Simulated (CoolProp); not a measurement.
Properties of R1123 at several states (Tc = 58.6 °C, pc = 4549 kPa, ω = 0.243).

Values from CoolProp's reference Helmholtz-energy equation of state, Akasaka 2020.

```tsv
T (°C)	p (kPa)	phase	density (kg/m³)	cp (kJ/(kg K))
-13.75	88	gas	3.400	0.7839
120.55	2460	gas	69.14	1.086
39.95	41.2	gas	1.303	0.8712
75.85	21.5	gas	0.6086	0.9259
```
